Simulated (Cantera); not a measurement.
**Sublimation and decomposition of ceramics: TiC + H₂**

Feed: 1 mol TiC, 0.058 mol H₂, at 0.100 bar.

Method: chemical equilibrium by Gibbs-energy minimisation in Cantera with the NASA 1993 tables (ideal gas, pure condensed phases). Candidate condensed phases: C, C₆H₆, C₇H₈, C₈H₁₈, Ti, TiC; 77 gas species. TiC: taken at fixed stoichiometry. The numbers say what is thermodynamically allowed, not how fast it happens.

```json
[
 {"T (K)": "2398", "x H₂": "0.951", "x H": "0.0486", "x Ti": "6.63e-5", "x C₂H₂ (acetylene)": "3.19e-5", "n TiC(s)": "1.000"},
 {"T (K)": "2448", "x H₂": "0.939", "x H": "0.0610", "x Ti": "0.000110", "x C₂H₂ (acetylene)": "5.32e-5", "n TiC(s)": "1.000"},
 {"T (K)": "2498", "x H₂": "0.924", "x H": "0.0758", "x Ti": "0.000178", "x C₂H₂ (acetylene)": "8.67e-5", "n TiC(s)": "1.000"},
 {"T (K)": "2548", "x H₂": "0.906", "x H": "0.0931", "x Ti": "0.000283", "x C₂H₂ (acetylene)": "0.000138", "n TiC(s)": "1.000"},
 {"T (K)": "2598", "x H₂": "0.886", "x H": "0.113", "x Ti": "0.000442", "x C₂H₂ (acetylene)": "0.000215", "n TiC(s)": "1.000"},
 {"T (K)": "2648", "x H₂": "0.862", "x H": "0.137", "x Ti": "0.000678", "x C₂H₂ (acetylene)": "0.000329", "n TiC(s)": "1.000"},
 {"T (K)": "2698", "x H₂": "0.835", "x H": "0.163", "x Ti": "0.00102", "x C₂H₂ (acetylene)": "0.000493", "n TiC(s)": "1.000"},
 {"T (K)": "2748", "x H₂": "0.805", "x H": "0.193", "x Ti": "0.00151", "x C₂H₂ (acetylene)": "0.000725", "n TiC(s)": "1.000"},
 {"T (K)": "2798", "x H₂": "0.771", "x H": "0.226", "x Ti": "0.00221", "x C₂H₂ (acetylene)": "0.00104", "n TiC(s)": "1.000"}
]
```
x: gas mole fraction; n: condensed amount in mol.

From 2398 K to 2798 K the condensed part is TiC(s). The main Ti-bearing gas is Ti throughout.
